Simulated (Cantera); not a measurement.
**Ignition delay**

Mixture: 19.7 % H2, 20.0 % O2, 60.1 % N2, 0.151 % NO, at 3.60 bar, adiabatic and at constant pressure. Ignition delay is the time to a rise of 400 K.

Model: GRI-Mech 3.0 (53 species, 325 reactions), integrated in Cantera. The hydrogen kinetics of GRI-Mech 3.0 are dated; newer H2 mechanisms differ, most at raised pressure. The mechanism lacks 2 NO + O2 → 2 NO2 and HONO, so NO2 and the effect of NO are under-described below about 1400 K. Where the delays flatten at high temperature, the 400 K rule measures the pace of heat release, not the induction time.

```csv
T0 (K),delay (ms)
1323,0.00717
1373,0.00582
1423,0.00487
1473,0.00419
1523,0.00369
1573,0.00333
1623,0.00305
1673,0.00286
1723,0.00272
```
